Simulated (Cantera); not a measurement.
Input: 1 mol Si, 0.12 mol H2O, 30 mol H2, equilibrated at 1700 K and 0.0320 bar.

Cantera equilibrium calculation (NASA polynomials, part measured and part estimated; ideal gas, pure solids and liquids). Candidate condensed phases: H2O, Si, SiO2; 18 gas species. Gases not in the tables: Si2H6 and higher silanes. Kinetics and transport are ignored.

**Question.** What is the equilibrium state?

**Answer.** 
```json
{
 "x(H2)": "0.995",
 "x(SiO)": "0.00397",
 "x(H)": "0.000822",
 "x(Si)": "2.12e-5",
 "x(SiH2)": "1.41e-5",
 "x(SiH)": "5.86e-6",
 "n(Si(l))": "0.879 mol",
 "gas_amount": "30.25 mol"
}
```
